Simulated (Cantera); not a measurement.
What does this Cantera script print?

```python
import numpy as np
import cantera as ct

gas_names = """
    CL CL2 H HCL H2 Si SiCL SiCL2 SiCL3 SiCL4 SiH SiHCL3 SiH2 SiH2CL2 SiH3 SiH3CL SiH4 Si2 Si3
""".split()
cond_names = """
    Si(cr) Si(L)
""".split()


# ... load() reads the species with a 1 bar reference pressure and builds the phases ...
atoms = {
    'SiCl4': {'Si': 1, 'CL': 4},
    'Cl2': {'CL': 2},
    'H2': {'H': 2},
}
top_T = {}  # K; cautious upper limits of use, not melting points


# ... equilibrate(T, P, feed) seeds the gas with the atoms and calls Mixture.equilibrate('TP', solver="vcs", rtol=1e-11, max_steps=5000) ...
results = []
feed = {'SiCl4': 1, 'Cl2': 2.6, 'H2': 8.6}  # mol
P = 10000  # Pa
for T in [600, 675, 750, 825, 900, 975, 1050, 1125, 1200, 1275, 1350, 1425, 1500, 1575]:
    mix = equilibrate(T, P, feed)
    results.append((T, P, feed, dict(zip(mix.species_names, mix.species_moles))))

top = {s: max(r[3][s] / sum(r[3][g] for g in gas_names) for r in results) for s in gas_names}
cols = sorted((s for s in top if top[s] > 1e-06), key=lambda s: -top[s])[:8]
seen = [c for c in cond_names if any(r[3].get(c, 0) > 1e-12 for r in results)]
print("log10 of partial pressures in bar; condensed amounts in mol")
print(f"{'T/K':>10s}" + "".join(f"{s[:9]:>10s}" for s in cols + seen))
for T, P, feed, n in results:
    ng = sum(n[g] for g in gas_names)
    print(f"{T:10.4g}" + "".join(f"{np.log10(max(n[s] / ng * P / 1e5, 1e-99)):10.3f}" for s in cols)
          + "".join(f"{n.get(c, 0):10.4g}" for c in seen))
```

It prints:

```
log10 of partial pressures in bar; condensed amounts in mol
       T/K       HCL        H2     SiCL4     SiCL2     SiCL3    SiHCL3         H        CL
       600    -1.370    -1.308    -2.086   -17.624   -11.429    -6.585   -16.989   -16.955
       675    -1.370    -1.308    -2.086   -14.678    -9.711    -5.906   -14.861   -14.863
       750    -1.370    -1.308    -2.087   -12.331    -8.342    -5.369   -13.154   -13.185
       825    -1.370    -1.308    -2.087   -10.419    -7.226    -4.933   -11.755   -11.808
       900    -1.370    -1.308    -2.088    -8.833    -6.300    -4.573   -10.586   -10.659
       975    -1.370    -1.309    -2.089    -7.498    -5.520    -4.271    -9.596    -9.683
      1050    -1.369    -1.309    -2.092    -6.360    -4.855    -4.016    -8.746    -8.845
      1125    -1.368    -1.310    -2.098    -5.382    -4.285    -3.800    -8.007    -8.117
      1200    -1.366    -1.312    -2.110    -4.541    -3.797    -3.621    -7.361    -7.477
      1275    -1.361    -1.316    -2.138    -3.826    -3.389    -3.486    -6.790    -6.907
      1350    -1.351    -1.325    -2.199    -3.249    -3.073    -3.415    -6.285    -6.391
      1425    -1.333    -1.341    -2.319    -2.824    -2.869    -3.434    -5.837    -5.915
      1500    -1.312    -1.363    -2.511    -2.544    -2.778    -3.546    -5.436    -5.479
      1575    -1.294    -1.383    -2.768    -2.374    -2.780    -3.731    -5.073    -5.084
```

These are equilibrium values from Cantera (NASA tables, ideal gas, pure condensed phases), not measurements of a reactor. The tables' values for SiCl3 are old estimates; treat these amounts as uncertain.
